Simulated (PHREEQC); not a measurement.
**Copper plating or etch bath: speciation**

Make-up at 25 °C: 0.0032 mol CuCl2 and 0.0006 mol NaCl per kg of water. Closed to the air; pH follows from the charge balance.

Computed with PHREEQC (ion-association model, wateq4f.dat).

The pH comes out as 5.03 and the ionic strength is 0.0101 mol/kgw.

```
species     molality  activity   log γ
----------  --------  --------  ------
Cl-          0.00696   0.00626  -0.046
Cu+2         0.00315   0.00212  -0.171
Na+         0.000600  0.000541  -0.045
CuCl+        3.97e-5   3.58e-5  -0.045
H+           1.03e-5   9.39e-6  -0.040
Cu2(OH)2+2   3.39e-6   2.24e-6  -0.180
CuOH+        2.51e-6   2.26e-6  -0.045
```

No solid was allowed to form. The solution is supersaturated, for example in Atacamite, so a real one may precipitate; this is no full list. Species that the database lacks are ignored.
